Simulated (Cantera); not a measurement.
Stirred combustor or abatement burner

A perfectly stirred reactor is fed with 11.7 % CH4, 0.901 % CO, 18.4 % O2, 69.0 % N2, at 1.68 atm; it is adiabatic with a 450 K inlet, and is followed from long to short residence time, starting on the burning branch (τ in s: 0.16, 0.041, 0.011, 0.0029, 0.00077, 0.0002, 5.4e-05, 1.4e-05, 3.8e-06).

Model: GRI-Mech 3.0 (53 species, 325 reactions), integrated in Cantera.

```json
[
 {"τ (s)": "0.16", "T (K)": "2166", "x CH4": "2.03e-5", "x CO": "0.0640", "x O2": "5.97e-5", "x C2H2": "1.93e-7", "x HO2": "2.04e-8", "x H2": "0.0402", "x CH3": "8.78e-6"},
 {"τ (s)": "0.041", "T (K)": "2160", "x CH4": "3.79e-5", "x CO": "0.0640", "x O2": "0.000146", "x C2H2": "6.74e-7", "x HO2": "5.52e-8", "x H2": "0.0402", "x CH3": "2.06e-5"},
 {"τ (s)": "0.011", "T (K)": "2148", "x CH4": "6.29e-5", "x CO": "0.0640", "x O2": "0.000352", "x C2H2": "1.65e-6", "x HO2": "1.56e-7", "x H2": "0.0402", "x CH3": "4.17e-5"},
 {"τ (s)": "0.0029", "T (K)": "2129", "x CH4": "0.000116", "x CO": "0.0642", "x O2": "0.000853", "x C2H2": "4.10e-6", "x HO2": "4.29e-7", "x H2": "0.0402", "x CH3": "8.51e-5"},
 {"τ (s)": "0.00077", "T (K)": "2098", "x CH4": "0.000268", "x CO": "0.0649", "x O2": "0.00209", "x C2H2": "1.30e-5", "x HO2": "1.13e-6", "x H2": "0.0403", "x CH3": "0.000194"},
 {"τ (s)": "0.00020", "T (K)": "2043", "x CH4": "0.000881", "x CO": "0.0679", "x O2": "0.00596", "x C2H2": "6.44e-5", "x HO2": "3.81e-6", "x H2": "0.0403", "x CH3": "0.000561"},
 {"τ (s)": "5.4e-5", "T (K)": "450", "x CH4": "0.117", "x CO": "0.00901", "x O2": "0.184", "x C2H2": "<1e-12", "x HO2": "<1e-12", "x H2": "<1e-12", "x CH3": "<1e-12"},
 {"τ (s)": "1.4e-5", "T (K)": "450", "x CH4": "0.117", "x CO": "0.00901", "x O2": "0.184", "x C2H2": "<1e-12", "x HO2": "<1e-12", "x H2": "<1e-12", "x CH3": "<1e-12"},
 {"τ (s)": "3.8e-6", "T (K)": "450", "x CH4": "0.117", "x CO": "0.00901", "x O2": "0.184", "x C2H2": "<1e-12", "x HO2": "<1e-12", "x H2": "<1e-12", "x CH3": "<1e-12"}
]
```
x: mole fraction; the columns are a selection and need not sum to one.
